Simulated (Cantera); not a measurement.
Input: 1 mol Cu₂O, 1.8 mol C, 9.8 mol H₂, 0.3 mol CH₄, equilibrated at 2227 °C and 12.0 Pa.

Method: chemical equilibrium by Gibbs-energy minimisation in Cantera with the NASA 1993 tables (ideal gas, pure condensed phases). Candidate condensed phases: C, C₆H₆, C₇H₈, C₈H₁₈, Cu, CuO, Cu(OH)₂, Cu₂O, H₂O; 113 gas species. Rates play no part.

Base state: H 0.747, H₂ 0.106, Cu 0.0925, CO 0.0463, C₃ 0.00414, C 0.00139, C₂H₂ (acetylene) 0.00115, C₂H 0.000581 (mole fractions); condensed: C(graphite).

Problem. What changes in the equilibrium state with this change: Cu₂O replaced by TiO₂?

Solution. 
| species | before | after |
|---|---|---|
| H | 0.747 | 0.754 |
| H₂ | 0.106 | 0.108 |
| CO | 0.0463 | 0.0933 |
| Cu | 0.0925 | 0 |
| Ti | 0 | 0.0434 |
| C₅ | 1.23e-5 | 4.70e-8 |
| C₃ | 0.00414 | 0.000146 |
| C₂ | 0.000382 | 4.11e-5 |
| C(graphite), mol | 0.708 | 0 |
| TiC(s), mol | 0 | 0.0709 |
TiC: taken at fixed stoichiometry. Further candidate phases: Ti, TiC, TiO, TiO₂, Ti₂O₃, Ti₃O₅, Ti₄O₇.

Problem. What changes in the equilibrium state with this change: pressure from 12.0 Pa to 101000 Pa?

Solution. 
```json
[
 {"species": "H₂", "before": "0.106", "after": "0.750"},
 {"species": "Cu", "before": "0.0925", "after": "0.144"},
 {"species": "CO", "before": "0.0463", "after": "0.0740"},
 {"species": "H", "before": "0.747", "after": "0.0216"},
 {"species": "CH₄", "before": "<1e-9", "after": "8.55e-5"},
 {"species": "Cu₂", "before": "9.23e-8", "after": "0.00189"},
 {"species": "C₂", "before": "0.000382", "after": "4.52e-8"},
 {"species": "C₅", "before": "1.23e-5", "after": "1.46e-9"},
 {"species": "C(graphite), mol", "before": "0.708", "after": "0.876"}
]
```
